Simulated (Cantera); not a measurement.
A closed system holds: 1 mol SiC, 0.2 mol CO2, a varied amount of H2, at 1225 K and 2000 Pa.

These are equilibrium values from Cantera (NASA tables, ideal gas, pure condensed phases), not measurements of a reactor. Candidate condensed phases: C, C6H6, C7H8, C8H18, H2O, Si, SiC, SiO2; 123 gas species. Mutual solubility and eutectic melting of coexisting phases are not modelled. The tables hold silica as quartz up to 1696 K and as liquid above; real silica turns to tridymite and cristobalite and melts near 1996 K. Equilibrium is a limit: real reactors are often held back by kinetics, nucleation or transport.

Task: Which condensed phases are stable at each of these points (n(H2) (mol)): 5.4, 8.1, 12, 18, 28, 42, 63, 94?

Result: 
| n(H2) (mol) | condensed phases | Si condensed (%) |
|---|---|---|
| 5.4 | C(graphite) + SiC(s) + SiO2(β-quartz) | 100.0 |
| 8.1 | C(graphite) + SiC(s) + SiO2(β-quartz) | 100.0 |
| 12 | C(graphite) + SiC(s) + SiO2(β-quartz) | 100.0 |
| 18 | C(graphite) + SiC(s) + SiO2(β-quartz) | 100.0 |
| 28 | C(graphite) + SiC(s) + SiO2(β-quartz) | 100.0 |
| 42 | C(graphite) + SiC(s) + SiO2(β-quartz) | 100.0 |
| 63 | SiC(s) + SiO2(β-quartz) | 100.0 |
| 94 | SiC(s) + SiO2(β-quartz) | 100.0 |

From 5.4 mol H2 to 42 mol H2 the condensed part is C(graphite) + SiC(s) + SiO2(β-quartz). From 63 mol H2 to 94 mol H2 the condensed part is SiC(s) + SiO2(β-quartz).
